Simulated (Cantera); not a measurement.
# Gas activation for diamond growth

An isothermal, constant-pressure homogeneous reactor starts with CH₄ : H₂ : O₂ = 0.034 : 1 : 0.015 (molar parts), at 2873 K and 2200 Pa.

Cantera simulation using GRI-Mech 3.0 (53 species, 325 reactions); the numbers are that mechanism's predictions, not measurements. Radical loss at walls, strong at low pressure, is not modelled.

| t (s) | x CH₄ | x H₂ | x O₂ | x H | x C₂H₆ | x CO |
|---|---|---|---|---|---|---|
| 3.00e-5 | 0.0269 | 0.942 | 0.0128 | 0.0107 | 1.08e-6 | 2.76e-5 |
| 0.000145 | 0.0120 | 0.899 | 0.00113 | 0.0478 | 1.81e-6 | 0.00127 |
| 0.000702 | 0.00152 | 0.890 | 2.10e-7 | 0.0677 | 4.16e-8 | 0.00460 |
| 0.00340 | 0.000337 | 0.872 | 1.16e-7 | 0.0937 | 2.71e-9 | 0.0148 |
| 0.0164 | 2.46e-5 | 0.810 | 1.93e-9 | 0.163 | 2.19e-11 | 0.0243 |
| 0.0795 | 4.35e-7 | 0.631 | <1e-12 | 0.345 | <1e-12 | 0.0226 |
| 0.385 | 1.12e-7 | 0.487 | <1e-12 | 0.491 | <1e-12 | 0.0206 |
| 1.86 | 1.07e-7 | 0.482 | <1e-12 | 0.496 | <1e-12 | 0.0205 |
| 9.00 | 1.07e-7 | 0.482 | <1e-12 | 0.496 | <1e-12 | 0.0205 |
x: mole fraction; the columns are a selection and need not sum to one.

Equilibrium at this temperature and pressure: CH₄ 1.07e-7, H₂ 0.482, O₂ <1e-12, H 0.496, C₂H₆ <1e-12, CO 0.0205 (gas phase only).
